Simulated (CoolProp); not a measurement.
Computed with CoolProp (reference Helmholtz-energy equation of state, Zhou 2011).

Problem. Give the vapour pressure (MPa), liquid density (kg/m³), enthalpy of vaporisation (kJ/kg), liquid cp (kJ/(kg K)) of saturated dimethyl carbonate at 444, 533.4 K.

Solution. 
| T (K) | p (MPa) | liquid density (kg/m³) | enthalpy of vaporisation (kJ/kg) | liquid cp (kJ/(kg K)) |
|---|---|---|---|---|
| 444 | 0.778 | 848 | 311 | 2.21 |
| 533.4 | 3.50 | 632 | 178 | 3.40 |
